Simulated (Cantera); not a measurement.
Feed: 1 mol NH3, 0.14 mol H2O, 19 mol N2, at 2923.15 K and 12000 Torr.

Cantera equilibrium calculation (NASA polynomials, part measured and part estimated; ideal gas, pure solids and liquids). Candidate condensed phases: H2O; 24 gas species. Equilibrium is a limit: real reactors are often held back by kinetics, nucleation or transport.

**Question.** What is the equilibrium state?

**Answer.** 
```json
{
  "x(N2)": "0.919",
  "x(H2)": "0.0669",
  "x(H)": "0.00801",
  "x(H2O)": "0.00626",
  "x(OH)": "0.000234",
  "x(NO)": "8.22e-5",
  "x(O)": "1.74e-5",
  "x(N)": "2.01e-6",
  "x(NH3)": "1.91e-6",
  "gas_amount": "21.23 mol"
}
```
